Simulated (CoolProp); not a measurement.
Vapour-liquid equilibrium of R134a (1) + R123 (2) at 335.6 K; x and y are mole fractions of (1).

Values from CoolProp's multi-fluid Helmholtz-energy mixture model, Tillner-Roth 1994 and Younglove 1994; pair parameters Bell 2016.

| x | bubble pressure, mixture model (MPa) | bubble pressure, Raoult's law (MPa) | y, mixture model | y, Raoult's law |
|---|---|---|---|---|
| 0.05 | 0.3887 | 0.3803 | 0.230 | 0.234 |
| 0.125 | 0.5108 | 0.4909 | ? | 0.454 |
| 0.2 | 0.6301 | 0.6015 | 0.566 | 0.592 |
| 0.275 | ? | 0.7121 | 0.653 | 0.688 |
| 0.35 | ? | 0.8227 | 0.717 | 0.758 |
| 0.425 | 0.9655 | 0.9334 | 0.766 | 0.811 |
| 0.5 | 1.070 | 1.044 | 0.805 | 0.853 |
| 0.575 | 1.172 | 1.155 | 0.839 | 0.887 |
| 0.65 | ? | 1.265 | 0.869 | 0.915 |
| 0.725 | 1.375 | 1.376 | 0.897 | 0.939 |
| 0.8 | 1.479 | 1.486 | 0.924 | 0.959 |
| 0.875 | 1.587 | 1.597 | 0.952 | 0.976 |
| 0.95 | 1.701 | 1.708 | 0.980 | 0.991 |

Q: Complete the blanks.

A: 
- 0.125, y, mixture model: 0.438
- 0.275, bubble pressure, mixture model (MPa): 0.7458
- 0.35, bubble pressure, mixture model (MPa): 0.8576
- 0.65, bubble pressure, mixture model (MPa): 1.274

The largest gap from Raoult's law is +4.8 % in bubble pressure, at x = 0.2. No azeotrope shows between x = 0.05 and 0.95.

The pair parameters rest on a limited set of measurements; away from them the model extrapolates. The gap from Raoult's law changes sign with composition, which may be real or a fault of the pair parameters; it wasn't checked against measurements.
